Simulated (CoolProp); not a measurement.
Vapour-liquid equilibrium of n-hexane (1) + hexamethyldisiloxane (MM) (2) at 127 kPa; x and y are mole fractions of (1).

Values from CoolProp's multi-fluid Helmholtz-energy mixture model, Thol 2019 and Thol 2016; pair parameters Bell 2016.

| x | bubble temperature, mixture model (K) | bubble temperature, Raoult's law (K) | y, mixture model | y, Raoult's law |
|---|---|---|---|---|
| 0.05 | 379.6 | 379.2 | 0.098 | 0.113 |
| 0.15 | 375.9 | 374.6 | 0.267 | 0.302 |
| 0.25 | 372.4 | 370.6 | 0.411 | 0.454 |
| 0.35 | 369.1 | 366.9 | 0.536 | 0.576 |
| 0.45 | 365.8 | 363.5 | 0.645 | 0.676 |
| 0.55 | 362.6 | 360.4 | 0.740 | 0.760 |
| 0.65 | 359.4 | 357.6 | 0.822 | 0.829 |
| 0.75 | 356.3 | 355.0 | 0.889 | 0.888 |
| 0.85 | 353.3 | 352.6 | 0.943 | 0.938 |
| 0.95 | 350.5 | 350.3 | 0.984 | 0.981 |

The largest gap from Raoult's law is +2.3 K in bubble temperature, at x = 0.45. No azeotrope shows between x = 0.05 and 0.95.

Pair parameters are fitted to limited data, so mixtures are less certain than the pure fluids.
